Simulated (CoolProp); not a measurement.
Vapour-liquid equilibrium of R114 (1) + n-pentane (2) at 0.299 MPa; x and y are mole fractions of (1).

The numbers come from the multi-fluid Helmholtz-energy mixture model, Platzer 1990 and Thol 2019; pair parameters Bell 2016 in CoolProp. This equation is an older, rougher fit; its heat capacities, sound speeds and derivatives of the liquid may be far off and weren't checked against measurements.

```tsv
x	bubble temperature, mixture model (K)	bubble temperature, Raoult's law (K)	y, mixture model	y, Raoult's law
0.05	…	342.2	0.155	0.121
0.15	332.6	337.0	0.374	0.320
0.25	326.9	332.3	0.518	0.475
0.35	322.7	328.2	0.619	0.597
0.45	…	324.4	0.695	0.696
0.55	316.8	321.0	…	0.776
0.65	314.6	317.9	0.810	0.842
0.75	…	315.1	0.861	0.897
0.85	…	312.5	0.912	0.943
0.95	309.6	310.1	0.969	0.983
```

Question: What belongs in the gaps?

Answer: 
- 0.05, bubble temperature, mixture model (K): 340.3
- 0.45, bubble temperature, mixture model (K): 319.4
- 0.55, y, mixture model: 0.756
- 0.75, bubble temperature, mixture model (K): 312.7
- 0.85, bubble temperature, mixture model (K): 311.1

The largest gap from Raoult's law is -5.5 K in bubble temperature, at x = 0.35. No azeotrope shows between x = 0.05 and 0.95.

Pair parameters are fitted to limited data, so mixtures are less certain than the pure fluids.
